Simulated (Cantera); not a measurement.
Input: 1 mol MgO, 1.3 mol H₂S, 0.062 mol H₂O, equilibrated at 1325 °C and 0.920 bar.

Equilibrium computed with Cantera from the NASA thermochemical tables; the gas is ideal and each condensed phase is pure. Candidate condensed phases: H₂O, H₂SO₄, Mg, MgO, Mg(OH)₂, MgS, MgSO₄, S; 26 gas species. Mutual solubility and eutectic melting of coexisting phases are not modelled. Kinetics and transport are ignored.

Base state: H₂ 0.377, H₂S 0.363, S₂ 0.187, H₂O 0.0672, SH 0.00619, S₂O 0.000106, SO 8.18e-5, SO₂ 6.09e-5 (mole fractions); condensed: MgO(s) + MgS(s).

Question: What changes in the equilibrium state with this change: temperature from 1325 °C to 750 °C?

Answer: 
```tsv
species	before	after
H₂S	0.363	0.876
H₂	0.377	0.0529
H₂O	0.0672	0.0443
S₂	0.187	0.0264
H	3.41e-5	<1e-9
S	5.34e-5	2.11e-9
MgO(s), mol	0.949	1.00
MgS(s), mol	0.0515	0
```
Gases not in the tables: S₃ to S₇.
